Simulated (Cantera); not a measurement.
Feed: 1 mol toluene, 0.52 mol O2, 0.27 mol N2, held at 2475 K and 3.70 bar.

Cantera equilibrium calculation (NASA polynomials, part measured and part estimated; ideal gas, pure solids and liquids). Candidate condensed phases: C, C6H6, C7H8, C8H18, H2O; 136 gas species. Kinetics and transport are ignored.

Base state: H2 0.730, CO 0.195, N2 0.0440, HCN 0.0119, H 0.01000, C2H2 (acetylene) 0.00710, HNC 0.00135, CH4 0.000308 (mole fractions); condensed: C(graphite).

What changes in the equilibrium state with this change: O2 from 0.52 to 0.0092 mol?


```tsv
species	before	after
H2	0.730	0.904
N2	0.0440	0.0544
HCN	0.0119	0.0147
CO	0.195	0.00427
H	0.01000	0.0111
H2O	1.36e-5	3.70e-7
C2H4	1.53e-5	2.34e-5
CH4	0.000308	0.000473
C(graphite), mol	5.81	6.83
```
